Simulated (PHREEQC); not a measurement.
Consider water at 20 °C with 0.02 mol/kgw CdCl2, 0.0037 mol/kgw HNO3 and 0.0037 mol/kgw H3BO3. Closed to the air; pH follows from the charge balance.

The numbers come from PHREEQC with the ion-association model, phreeqc.dat.

Precipitation was switched off in this run.

Question: What pH, ionic strength does the model give?

Answer: pH 2.50; ionic strength 0.0398 mol/kgw.

Question: In which forms is Cd present?

Answer: CdCl+ 53 %, Cd+2 42 %, CdCl2 4.1 % of the Cd.

Species that the database lacks are ignored.
